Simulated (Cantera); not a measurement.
**Moist CO burnout**

A perfectly stirred reactor is fed with 0.292 % CO, 0.759 % O₂, 1.65 % H₂O, 97.3 % N₂, at 760 Torr; it is held at 1248 K, and followed from long to short residence time.

Cantera simulation using GRI-Mech 3.0 (53 species, 325 reactions); the numbers are that mechanism's predictions, not measurements.

| τ (s) | x CO | x O₂ | x H₂O | x OH | x HO₂ | x NO |
|---|---|---|---|---|---|---|
| 0.38 | 9.77e-5 | 0.00618 | 0.0165 | 2.71e-5 | 4.40e-7 | 6.74e-8 |
| 0.18 | 0.000160 | 0.00621 | 0.0165 | 3.42e-5 | 6.32e-7 | 5.22e-8 |
| 0.083 | 0.000264 | 0.00626 | 0.0165 | 4.31e-5 | 8.74e-7 | 4.09e-8 |
| 0.039 | 0.000424 | 0.00634 | 0.0165 | 5.35e-5 | 1.14e-6 | 3.41e-8 |
| 0.018 | 0.000674 | 0.00647 | 0.0165 | 6.55e-5 | 1.41e-6 | 3.00e-8 |
| 0.0085 | 0.00102 | 0.00664 | 0.0164 | 7.70e-5 | 1.65e-6 | 2.63e-8 |
| 0.0040 | 0.00148 | 0.00687 | 0.0164 | 8.54e-5 | 1.85e-6 | 1.99e-8 |
| 0.0018 | 0.00203 | 0.00715 | 0.0164 | 8.45e-5 | 1.97e-6 | 1.00e-8 |
| 0.00086 | 0.00251 | 0.00738 | 0.0164 | 6.64e-5 | 1.90e-6 | 2.55e-9 |
| 0.00040 | 0.00284 | 0.00754 | 0.0165 | 2.27e-5 | 1.41e-6 | 7.63e-11 |
x: mole fraction; the columns are a selection and need not sum to one.
